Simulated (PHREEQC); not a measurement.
Solution (25 °C): 0.084 mol Zn(NO3)2 and 0.0021 mol KOH per kg of water. Closed to the air; pH follows from the charge balance.

Computed with PHREEQC (ion-association model, wateq4f.dat).

Precipitation was switched off in this run.

Question: Predict the pH.

Answer: pH 7.55.

Question: In which forms is Zn present?

Answer: Zn+2 98 %, ZnOH+ 1.6 % of the Zn.

Saturation is exceeded, for instance for Zn(OH)2-e, Zn(OH)2-a; the values hold only as long as no solid forms.
